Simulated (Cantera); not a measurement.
Charge: 1 mol SiCl4, 5.5 mol NH3, 2.7 mol H2, at 1250 K and 0.133 bar.

These are equilibrium values from Cantera (NASA tables, ideal gas, pure condensed phases), not measurements of a reactor. Candidate condensed phases: NH4Cl, Si, Si3N4; 28 gas species. The tables' values for SiCl3 are old estimates; treat these amounts as uncertain. Equilibrium is a limit: real reactors are often held back by kinetics, nucleation or transport.

Base state: H2 0.602, HCl 0.253, N2 0.141, SiCl4 0.00293, SiHCl3 0.000248, SiCl3 0.000197, SiCl2 9.52e-5 (mole fractions); condensed: Si3N4(s).

Q: What changes in the equilibrium state with this change: pressure from 0.133 bar to 21.0 Pa?

A: 
```json
[
 {"species": "H2", "before": "0.602", "after": "0.601"},
 {"species": "HCl", "before": "0.253", "after": "0.248"},
 {"species": "N2", "before": "0.141", "after": "0.143"},
 {"species": "SiCl2", "before": "9.52e-5", "after": "0.00673"},
 {"species": "SiCl4", "before": "0.00293", "after": "0.000316"},
 {"species": "H", "before": "1.03e-6", "after": "2.59e-5"},
 {"species": "SiHCl3", "before": "0.000248", "after": "2.72e-5"},
 {"species": "SiCl3", "before": "0.000197", "after": "0.000545"},
 {"species": "Si3N4(s), mol", "before": "0.316", "after": "0.295"}
]
```

Q: What changes in the equilibrium state with this change: SiCl4 replaced by SiHCl3?

A: 
```json
[
 {"species": "H2", "before": "0.602", "after": "0.664"},
 {"species": "HCl", "before": "0.253", "after": "0.195"},
 {"species": "N2", "before": "0.141", "after": "0.139"},
 {"species": "SiCl4", "before": "0.00293", "after": "0.000866"},
 {"species": "SiCl3", "before": "0.000197", "after": "7.93e-5"},
 {"species": "SiHCl3", "before": "0.000248", "after": "0.000105"},
 {"species": "SiCl2", "before": "9.52e-5", "after": "5.19e-5"},
 {"species": "Si3N4(s), mol", "before": "0.316", "after": "0.328"}
]
```

Q: What changes in the equilibrium state with this change: NH3 from 5.5 to 0.2 mol?

A: 
```csv
species,before,after
H2,0.602,0.606
HCl,0.253,0.193
SiCl4,0.00293,0.160
N2,0.141,6.68e-5
SiHCl3,0.000248,0.0179
SiCl3,0.000197,0.0142
SiH2Cl2,2.86e-6,0.000273
SiCl2,9.52e-5,0.00903
"Si3N4(s), mol",0.316,0.0499
```
